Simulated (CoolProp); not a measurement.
n-perfluorohexane along the isobar 2.18 MPa: fugacity coefficient from the reference equation and from simpler models built on Tc = 448.0 K, pc = 1.742 MPa, ω = 0.497; each cubic takes its own stable root.

Values from CoolProp's reference Helmholtz-energy equation of state, Gao 2022.

```tsv
T (K)	phase	reference
377	liquid	0.1759
387.4	liquid	0.2178
397.9	liquid	0.2651
408.3	liquid	0.3168
418.7	liquid	0.3725
429.1	liquid	0.4316
439.6	liquid	0.4932
450	supercritical	0.5543
```

Problem. How far does each simpler model (van der Waals, Redlich-Kwong, Soave-Redlich-Kwong) lie from the reference over these 8 states: mean and median of the absolute difference, and the worst?

Solution. 
- van der Waals: mean 46.9 %, median 40.1 %, worst +105.1 % at 377 K and 2.18 MPa
- Redlich-Kwong: mean 22.7 %, median 20.2 %, worst +49.3 % at 377 K and 2.18 MPa
- Soave-Redlich-Kwong: mean 4.6 %, median 4.7 %, worst +4.9 % at 408.3 K and 2.18 MPa
